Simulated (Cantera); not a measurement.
A closed system holds: 1 mol SiCl₄, 0.33 mol C₂H₄, 4.6 mol H₂, 0.03 mol HCl, equilibrated at 0.00130 bar.

These are equilibrium values from Cantera (NASA tables, ideal gas, pure condensed phases), not measurements of a reactor. Candidate condensed phases: C, C₆H₆, C₇H₈, C₈H₁₈, Si, SiC; 109 gas species. Equilibrium is a limit: real reactors are often held back by kinetics, nucleation or transport.

Q: Which condensed phases are stable at each of these points (T (K)): 925, 975, 1025, 1075, 1125, 1175, 1225, 1275, 1325, 1375, 1425?

A: 
| T (K) | condensed phases | Si condensed (%) |
|---|---|---|
| 925 | C(graphite) + SiC(s) | 35.9 |
| 975 | C(graphite) + SiC(s) | 47.6 |
| 1025 | C(graphite) + SiC(s) | 59.6 |
| 1075 | SiC(s) | 66.0 |
| 1125 | SiC(s) | 66.0 |
| 1175 | SiC(s) | 66.0 |
| 1225 | SiC(s) | 66.0 |
| 1275 | SiC(s) | 66.0 |
| 1325 | SiC(s) | 66.0 |
| 1375 | SiC(s) | 66.0 |
| 1425 | SiC(s) | 66.0 |

From 925 K to 1025 K the condensed part is C(graphite) + SiC(s). From 1075 K to 1425 K the condensed part is SiC(s).
